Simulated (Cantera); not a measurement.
Feed: 1 mol MgO, 1.1 mol CO, held at 13300 Pa.

Equilibrium computed with Cantera from the NASA thermochemical tables; the gas is ideal and each condensed phase is pure. Candidate condensed phases: C, Mg, MgCO3, MgO; 15 gas species. Rates play no part.

Over these rows the condensed part is C(graphite) + MgO(s). Partial pressures as log10 of bar:

```csv
T (K),1000/T (1/K),log p CO2,log p CO
1198,0.8347,-3.46,-0.88
1248,0.8013,-3.76,-0.88
1298,0.7704,-4.03,-0.88
1348,0.7418,-4.28,-0.88
1398,0.7153,-4.51,-0.88
1448,0.6906,?,-0.88
```

Q: Fit log p(CO2) = a + b·(1000/T) to the five rows, give the apparent enthalpy, and predict the row at 1448 K.

A: Means: 1000/T = 0.7727, log p = -4.008. Sxy = 0.078339, Sxx = 0.0089168, so b = 8.79 and a = -4.008 − (8.79)×0.7727 = -10.80.
Apparent enthalpy: −19.145 × (8.79) = -168 kJ/mol. With the condensed phases at unit activity, 2 CO(g) = CO2(g) + C(graphite) links this pressure to the main gases: over the six rows their terms move log p by +0.00 in all, so the slope is close to that reaction's ΔH°. The five rows lie within 0.01 of the line.
Prediction at 1448 K: -10.80 + (8.79)×0.6906 = -4.73. The computed value is -4.72, 0.01 from the line.
